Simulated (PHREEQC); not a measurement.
Make-up at 20 °C: 0.071 mol/kgw HF, 0.14 mol/kgw NH4F and 0.00048 mol/kgw HCl. Closed to the air; pH follows from the charge balance.

Computed with PHREEQC (ion-association model, phreeqc.dat).

| quantity | before | after |
|---|---|---|
| pH | 3.37 | 3.79 |
| ionic strength (mol/kgw) | 0.141 | 0.140 |
| F- (mol/kgw) | 0.119 | 0.116 |
| HF (mol/kgw) | 0.0495 | 0.0474 |
| HF2- (mol/kgw) | 0.0215 | 0.0239 |
| NH3 (mol/kgw) | 9.06e-8 | 5.09e-6 |

Which change was made?
(A) HCl from 0.00048 to 0.00024 mol/kgw
(B) diluted 5-fold with water
(C) HF from 0.071 to 0.106 mol/kgw
(D) HF from 0.071 to 0.355 mol/kgw
(E) temperature from 20 to 70 °C

E, temperature from 20 to 70 °C

Precipitation was switched off in this run. Constants without temperature data keep their 25 °C values here.
